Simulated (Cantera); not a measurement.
An isothermal, constant-pressure homogeneous reactor starts with H2 : O2 : N2 = 0.39 : 1 : 5 (molar parts), equivalence ratio 0.20, at 998 K and 100.0 Torr.

Model: the H2/O2 subset of GRI-Mech 3.0, which has no nitrogen chemistry, integrated in Cantera. Radical loss at walls, strong at low pressure, is not modelled. The temperature is held fixed by assumption; the heat of reaction is taken as removed at once.

x: mole fraction; the columns are a selection and need not sum to one.

```tsv
t (s)	x H2	x O2	x H2O2	x H	x H2O	x O
3.00e-6	0.0610	0.156	<1e-12	2.58e-12	<1e-12	<1e-12
1.68e-5	0.0610	0.156	<1e-12	1.39e-11	<1e-12	1.27e-12
9.39e-5	0.0610	0.156	<1e-12	1.01e-10	5.73e-11	3.00e-11
0.000525	0.0610	0.156	2.56e-12	2.13e-8	3.25e-8	8.03e-9
0.00294	0.00257	0.130	1.25e-6	0.00200	0.0588	0.00144
0.0164	9.95e-5	0.130	3.77e-7	2.40e-6	0.0628	2.45e-5
0.0919	4.80e-6	0.130	7.47e-8	3.17e-8	0.0629	1.30e-6
0.514	…	0.130	…	4.62e-10	0.0630	…
2.88	2.83e-9	0.130	1.44e-9	1.86e-11	0.0630	1.08e-8
16.1	4.00e-10	0.130	2.54e-10	1.21e-12	0.0630	1.74e-9
90.0	7.57e-11	0.130	4.98e-11	<1e-12	0.0630	3.29e-10
```

### Question
Fill in the missing entries.

### Answer

- 0.514, x H2: 7.96e-8
- 0.514, x H2O2: 9.67e-9
- 0.514, x O: 8.75e-8
